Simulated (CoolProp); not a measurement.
Model: reference Helmholtz-energy equation of state, Thol 2022, in CoolProp.

Give the vapour pressure (bar), liquid density (kg/m³), vapour density (kg/m³), liquid cp (kJ/(kg K)) of saturated vinyl chloride at 350.4 K.


| T (K) | p (bar) | liquid density (kg/m³) | vapour density (kg/m³) | liquid cp (kJ/(kg K)) |
|---|---|---|---|---|
| 350.4 | 14.7 | 790 | 38.9 | 1.72 |
